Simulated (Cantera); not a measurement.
An isothermal plug-flow reactor at 1125 K and 22000 Pa (inlet), inlet velocity 0.82 m/s, active area per volume 120 1/m; feed CH₄ : O₂ : N₂ = 0.0033 : 0.037 : 0.79 (molar parts), equivalence ratio 0.18.

Model: Deutschmann's 1995 Pt surface mechanism with GRI-Mech 3.0 gas chemistry, integrated in Cantera. Catalytic surfaces can have several steady states; this one follows from the mechanism file's or the stated starting coverage. Mass transfer to the wall is taken as infinitely fast.

Problem. What does this change do: O2 0.037 to 0.012 parts?

Solution. 
```json
[
 {"quantity": "x(CH₄) at z = 0.0042 m", "before": "0.00271", "after": "0.00234"},
 {"quantity": "x(O₂) at z = 0.0042 m", "before": "0.0421", "after": "0.0114"},
 {"quantity": "x(H₂O) at z = 0.0042 m", "before": "0.00251", "after": "0.00350"},
 {"quantity": "x(CO₂) at z = 0.0042 m", "before": "0.00125", "after": "0.00174"},
 {"quantity": "x(CO) at z = 0.0042 m", "before": "3.82e-6", "after": "4.30e-6"},
 {"quantity": "θ(free Pt) at the exit", "before": "0.500", "after": "0.596"},
 {"quantity": "θ(O*) at the exit", "before": "0.500", "after": "0.404"}
]
```
